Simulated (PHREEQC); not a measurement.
Make-up at 25 °C: 0.0044 mol/kgw HF, 0.0055 mol/kgw NaF, 0.01 mol/kgw (NH4)2SiF6 and 0.002 mol/kgw H2SO4. Closed to the air; pH follows from the charge balance.

Computed with PHREEQC (ion-association model, phreeqc.dat).

Task: The ionic strength comes out as 0.0387 mol/kgw. What activity coefficients do HF2-, Na+, SiF6-2, H+, F- get?

Result: HF2- 0.84, Na+ 0.84, SiF6-2 0.50, H+ 0.86, F- 0.83.

Precipitation was switched off in this run. SiF6-2 is the database's only silicon fluoride.
